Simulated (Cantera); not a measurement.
# Equilibrium for abatement and gas-phase synthesis: SO2 + O2 + H2

Feed: 1 mol SO2, 0.21 mol O2, 8.9 mol H2, equilibrated at 10.0 mbar.

Cantera equilibrium calculation (NASA polynomials, part measured and part estimated; ideal gas, pure solids and liquids). Candidate condensed phases: H2O, H2SO4, S; 19 gas species. Rates play no part.

From 2048 K to 3023 K nothing is condensed.

| T (K) | log p H2 | log p H | log p H2O | log p O | log p S | log p SO | log p OH | log p S2 | log p SH | log p SO2 |
|---|---|---|---|---|---|---|---|---|---|---|
| 2048 | -2.17 | -3.73 | -2.65 | -6.89 | -4.13 | -3.87 | -5.18 | -3.54 | -3.95 | -4.10 |
| 2123 | -2.17 | -3.53 | -2.67 | -6.45 | -3.97 | -3.75 | -4.94 | -3.61 | -3.92 | -4.05 |
| 2198 | -2.17 | -3.34 | -2.70 | -6.04 | -3.84 | -3.66 | -4.72 | -3.71 | -3.91 | -4.01 |
| 2273 | -2.19 | -3.17 | -2.72 | -5.66 | -3.73 | -3.58 | -4.51 | -3.83 | -3.92 | -3.98 |
| 2348 | -2.20 | -3.01 | -2.75 | -5.30 | -3.64 | -3.52 | -4.32 | -3.98 | -3.95 | -3.97 |
| 2423 | -2.22 | -2.86 | -2.78 | -4.96 | -3.58 | -3.49 | -4.14 | -4.15 | -4.00 | -3.98 |
| 2498 | -2.25 | -2.73 | -2.81 | -4.63 | -3.54 | -3.47 | -3.97 | -4.35 | -4.06 | -4.00 |
| 2573 | -2.29 | -2.61 | -2.86 | -4.33 | -3.51 | -3.46 | -3.82 | -4.56 | -4.14 | -4.03 |
| 2648 | -2.34 | -2.50 | -2.92 | -4.05 | -3.49 | -3.47 | -3.69 | -4.78 | -4.24 | -4.08 |
| 2723 | -2.41 | -2.41 | -3.00 | -3.79 | -3.48 | -3.50 | -3.59 | -5.00 | -4.34 | -4.15 |
| 2798 | -2.48 | -2.33 | -3.12 | -3.57 | -3.47 | -3.54 | -3.52 | -5.20 | -4.44 | -4.26 |
| 2873 | -2.58 | -2.27 | -3.28 | -3.39 | -3.45 | -3.60 | -3.49 | -5.38 | -4.54 | -4.41 |
| 2948 | -2.69 | -2.22 | -3.49 | -3.25 | -3.43 | -3.69 | -3.51 | -5.54 | -4.64 | -4.62 |
| 3023 | -2.81 | -2.18 | -3.73 | -3.15 | -3.41 | -3.80 | -3.57 | -5.68 | -4.74 | -4.87 |
log p: log10 of the partial pressure in bar; nothing condenses.
